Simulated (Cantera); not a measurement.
Input: 1 mol Al, 1.6 mol Cl₂, at 723 K and 0.260 bar.

Equilibrium computed with Cantera from the NASA thermochemical tables; the gas is ideal and each condensed phase is pure. Candidate condensed phases: Al, AlCl₃; 8 gas species. Equilibrium is a limit: real reactors are often held back by kinetics, nucleation or transport.

Base state: Al₂Cl₆ 0.552, AlCl₃ 0.307, Cl₂ 0.141 (mole fractions); condensed: gas only.

Q: What changes in the equilibrium state with this change: temperature from 723 K to 1073 K?

A: 
```json
[
 {"species": "AlCl₃", "before": "0.307", "after": "0.900"},
 {"species": "Cl₂", "before": "0.141", "after": "0.0913"},
 {"species": "Al₂Cl₆", "before": "0.552", "after": "0.00821"},
 {"species": "Cl", "before": "9.55e-7", "after": "0.000637"}
]
```
